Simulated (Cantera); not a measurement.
Charge: 1 mol C2H5OH, 0.16 mol CO2, 0.24 mol N2, at 10000 Pa.

Method: chemical equilibrium by Gibbs-energy minimisation in Cantera with the NASA 1993 tables (ideal gas, pure condensed phases). Candidate condensed phases: C, C6H6, C7H8, C8H18, H2O; 169 gas species. Ions and electrons are included (thermal ionisation). Rates play no part. All values below are at 4500 K.

Base state: H 0.712, CO 0.158, C 0.0879, N2 0.0233, CN 0.00645, N 0.00435, H2 0.00424, C2 0.00266 (mole fractions); condensed: gas only.

Problem. What changes in the equilibrium state with this change: CO2 from 0.16 to 5.5 mol?

Solution. 
```json
[
 {"species": "CO", "before": "0.158", "after": "0.412"},
 {"species": "H", "before": "0.712", "after": "0.326"},
 {"species": "O", "before": "9.84e-5", "after": "0.244"},
 {"species": "C", "before": "0.0879", "after": "9.21e-5"},
 {"species": "N2", "before": "0.0233", "after": "0.0112"},
 {"species": "C2", "before": "0.00266", "after": "2.92e-9"},
 {"species": "O2", "before": "<1e-9", "after": "0.000481"},
 {"species": "C3", "before": "0.000266", "after": "<1e-9"}
]
```

Problem. What changes in the equilibrium state with this change: CO2 from 0.16 to 2.9 mol?

Solution. 
```
species    before     after
-------  --------  --------
H           0.712     0.456
CO          0.158     0.376
O         9.84e-5     0.144
C          0.0879  0.000143
N2         0.0233    0.0163
C2        0.00266   7.00e-9
C3       0.000266     <1e-9
O2          <1e-9  0.000167
```
